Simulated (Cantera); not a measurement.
Charge: 1 mol SiH4, 44 mol N2O, 2 mol N2, held at 10.0 Torr.

Equilibrium computed with Cantera from the NASA thermochemical tables; the gas is ideal and each condensed phase is pure. Candidate condensed phases: H2O, Si, SiO2, Si2N2O, Si3N4; 35 gas species. The tables hold silica as quartz up to 1696 K and as liquid above; real silica turns to tridymite and cristobalite and melts near 1996 K. Rates play no part.

Q: Which condensed phases are stable at each of these points (T (°C)): 1350, 1375, 1400, 1425, 1450, 1475, 1500, 1525, 1550, 1575, 1600, 1625, 1650?

A: 
```csv
T (°C),condensed phases,Si condensed (%)
1350,SiO2(β-quartz),100.0
1375,SiO2(β-quartz),100.0
1400,SiO2(β-quartz),100.0
1425,SiO2(condensed),100.0
1450,SiO2(condensed),100.0
1475,SiO2(condensed),100.0
1500,SiO2(condensed),100.0
1525,SiO2(condensed),100.0
1550,SiO2(condensed),100.0
1575,SiO2(condensed),100.0
1600,SiO2(condensed),100.0
1625,SiO2(condensed),100.0
1650,SiO2(condensed),99.9
```

From 1350 °C to 1400 °C the condensed part is SiO2(β-quartz). From 1425 °C to 1650 °C the condensed part is SiO2(condensed).
